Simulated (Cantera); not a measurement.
Input: 1 mol CHF3, 8.7 mol H2, equilibrated at 1400 Pa.

Equilibrium computed with Cantera from the NASA thermochemical tables; the gas is ideal and each condensed phase is pure. Candidate condensed phases: C, C6H6, C7H8, C8H18; 95 gas species. Equilibrium is a limit: real reactors are often held back by kinetics, nucleation or transport.

Task: Which condensed phases are stable at each of these points (T (K)): 875, 1075, 1275, 1475, 1675, 1875, 2075, 2275, 2475, 2675, 2875, 3075, 3275, 3475?

Result: 
```csv
T (K),condensed phases,C condensed (%)
875,C(graphite),96.7
1075,C(graphite),99.7
1275,C(graphite),99.9
1475,C(graphite),100.0
1675,C(graphite),99.9
1875,C(graphite),99.5
2075,C(graphite),98.1
2275,C(graphite),94.4
2475,C(graphite),86.3
2675,C(graphite),71.2
2875,C(graphite),27.9
3075,gas only,0.0
3275,gas only,0.0
3475,gas only,0.0
```

From 875 K to 2875 K the condensed part is C(graphite). From 3075 K to 3475 K nothing is condensed.
